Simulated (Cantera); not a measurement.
Feed: 1 mol Si, 0.93 mol Cl2, 3.1 mol H2, held at 1098.15 K and 75.0 Torr.

These are equilibrium values from Cantera (NASA tables, ideal gas, pure condensed phases), not measurements of a reactor. Candidate condensed phases: Si; 19 gas species. The tables' values for SiCl3 are old estimates; treat these amounts as uncertain. Kinetics and transport are ignored.

What is the equilibrium state?


- x(H2) = 0.829
- x(SiCl4) = 0.0925
- x(HCl) = 0.0409
- x(SiHCl3) = 0.0273
- x(SiCl3) = 0.00520
- x(SiCl2) = 0.00410
- x(SiH2Cl2) = 0.000964
- x(SiH3Cl) = 9.02e-6
- n(Si(s)) = 0.533 mol
- gas amount = 3.587 mol
